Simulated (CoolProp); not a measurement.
Values from CoolProp's reference Helmholtz-energy equation of state, Lemmon 2006. It is a short technical equation, of lower accuracy than the large ones.

Question: Give the vapour pressure (bar), liquid density (kg/m³), vapour Z, liquid viscosity (µPa s) of saturated toluene at 57.25, 73.65, 106.45 °C.

Answer: 
| T (°C) | p (bar) | liquid density (kg/m³) | vapour Z | liquid viscosity (µPa s) |
|---|---|---|---|---|
| 57.25 | 0.166 | 832 | 0.989 | 390 |
| 73.65 | 0.311 | 816 | 0.983 | 335 |
| 106.45 | 0.899 | 783 | 0.963 | 256 |

Viscosity comes from a separate model (Avgeri 2015).
